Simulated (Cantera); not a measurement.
What does this Cantera script print?

```python
import numpy as np
import cantera as ct

gas_names = """
    C CH CH2 CH3 CH2OH CH3O CH4 CH3OH CO CO2 COOH C2 C2H CHCO,ketyl C2H2,acetylene C2H2,vinylidene
    CH2CO,ketene C2H3,vinyl CH3CO,acetyl C2H4 C2H4O,ethylen CH3CHO,ethanal CH3COOH (HCOOH)2 C2H5 C2H6
    CH3OCH3 C2H5OH C2O C3 C3H3,propargyl C3H4,allene C3H4,propyne C3H4,cyclo- C3H5,allyl C3H6,propylene
    C3H6,cyclo- C3H6O C3H7,n-propyl C3H7,i-propyl C3H8 C3H8O,1propanol C3H8O,2propanol C3O2 C4 C4H2
    C4H4,1,3-cyclo- C4H6,butadiene C4H6,2-butyne C4H6,cyclo- C4H8,1-butene C4H8,cis2-buten
    C4H8,tr2-butene C4H8,isobutene C4H8,cyclo- (CH3COOH)2 C4H9,n-butyl C4H9,i-butyl C4H9,s-butyl
    C4H9,t-butyl C4H10,isobutane C4H10,n-butane C5 C5H6,1,3cyclo- C5H8,cyclo- C5H10,1-pentene
    C5H10,cyclo- C5H11,pentyl C5H11,t-pentyl C5H12,n-pentane C5H12,i-pentane CH3C(CH3)2CH3 C6H2
    C6H5,phenyl C6H5O,phenoxy C6H6 C6H5OH,phenol C6H10,cyclo- C6H12,1-hexene C6H12,cyclo- C6H13,n-hexyl
    C7H7,benzyl C7H8 C7H8O,cresol C7H14,1-heptene C7H15,n-heptyl C7H16,n-heptane C8H8,styrene
    C8H10,ethylbenz C8H16,1-octene C8H17,n-octyl C8H18,isooctane C8H18,n-octane C9H19,n-nonyl
    C10H8,naphthale C10H21,n-decyl C12H9,o-bipheny C12H10,bipheny Fe FeC5O5 FeO Fe(OH)2 H HCO HO2 H2
    HCHO,formaldehy HCOOH H2O H2O2 O OH O2 O3
""".split()
cond_names = """
    C(gr) C6H6(L) C7H8(L) C8H18(L),n-octa Fe(a) Fe(c) Fe(d) Fe(L) FeC5O5(L) FeO(s) FeO(L) Fe(OH)2(s)
    Fe(OH)3(s) Fe2O3(s) Fe3O4(s) H2O(s) H2O(L)
""".split()


def load(file, names, dense=False):
    # The tables refer to 1 bar. Condensed volumes are neglected.
    table = {s.name: s for s in ct.Species.list_from_file(file)}
    out = []
    for n in names:
        d = dict(table[n].input_data)
        d["thermo"] = dict(d["thermo"], **{"reference-pressure": 1e5})
        if dense:
            d["equation-of-state"] = {"model": "constant-volume", "density": "1e6 g/cm^3"}
        out.append(ct.Species.from_dict(d))
    return out


gas = ct.Solution(thermo="ideal-gas", species=load("nasa_gas.yaml", gas_names))
cond = {s.name: ct.Solution(thermo="fixed-stoichiometry", species=[s], name=s.name)
        for s in load("nasa_condensed.yaml", cond_names, dense=True)}
atoms = {
    'Fe2O3': {'Fe': 2, 'O': 3},
    'CH4': {'C': 1, 'H': 4},
    'H2': {'H': 2},
}
top_T = {'C(gr)': 4500, 'Fe2O3(s)': 1830, 'Fe3O4(s)': 1870}  # K; cautious upper limits of use, not melting points


def equilibrate(T, P, feed):
    n = {}
    for name, mol in feed.items():
        for a, k in atoms[name].items():
            n[a] = n.get(a, 0.0) + k * mol
    gas.TPX = T, P, n
    mass = sum(n.values()) * gas.mean_molecular_weight
    gas.equilibrate("TP")
    valid = [c for c in cond.values() if c.min_temp <= T <= top_T.get(c.name, c.max_temp)]
    mix = ct.Mixture([(gas, mass / gas.mean_molecular_weight)] + [(c, 0.0) for c in valid])
    mix.T, mix.P = T, P
    mix.equilibrate("TP", solver="gibbs", rtol=1e-10, max_steps=50000)
    return mix


results = []
feed = {'Fe2O3': 1, 'CH4': 2.9, 'H2': 0.39}  # mol
P = 10000  # Pa
for T in [898, 1098, 1298, 1498, 1698, 1898, 2098]:
    mix = equilibrate(T, P, feed)
    results.append((T, P, feed, dict(zip(mix.species_names, mix.species_moles))))

top = {s: max(r[3][s] / sum(r[3][g] for g in gas_names) for r in results) for s in gas_names}
cols = sorted((s for s in top if top[s] > 1e-06), key=lambda s: -top[s])[:8]
seen = [c for c in cond_names if any(r[3].get(c, 0) > 1e-12 for r in results)]
print("log10 of partial pressures in bar; condensed amounts in mol")
print(f"{'T/K':>10s}" + "".join(f"{s[:9]:>10s}" for s in cols + seen))
for T, P, feed, n in results:
    ng = sum(n[g] for g in gas_names)
    print(f"{T:10.4g}" + "".join(f"{np.log10(max(n[s] / ng * P / 1e5, 1e-99)):10.3f}" for s in cols)
          + "".join(f"{n.get(c, 0):10.4g}" for c in seen))
```

Output:

```
log10 of partial pressures in bar; condensed amounts in mol
       T/K        H2        CO       H2O       CO2       CH4        Fe         H        OH     C(gr)     Fe(a)     Fe(c)     Fe(d)     Fe(L)
       898    -1.177    -1.612    -2.386    -2.454    -2.849   -16.257   -10.549   -14.795    0.4232         2         0         0         0
      1098    -1.172    -1.501    -3.108    -3.440    -4.383   -11.934    -8.193   -12.485         0         2         0         0         0
      1298    -1.172    -1.499    -3.062    -3.633    -6.086    -8.987    -6.556   -10.333         0         0         2         0         0
      1498    -1.173    -1.499    -3.032    -3.769    -7.330    -6.842    -5.351    -8.757         0         0         2         0         0
      1698    -1.173    -1.498    -3.015    -3.873    -8.272    -5.215    -4.426    -7.557         0         0         0     1.999         0
      1898    -1.175    -1.499    -3.006    -3.953    -9.009    -3.964    -3.694    -6.613         0         0         0         0      1.99
      2098    -1.182    -1.504    -3.006    -4.020    -9.616    -2.984    -3.103    -5.852         0         0         0         0     1.904
```

These are equilibrium values from Cantera (NASA tables, ideal gas, pure condensed phases), not measurements of a reactor. Condensed phases not in the tables: cementite and carbon dissolved in iron.
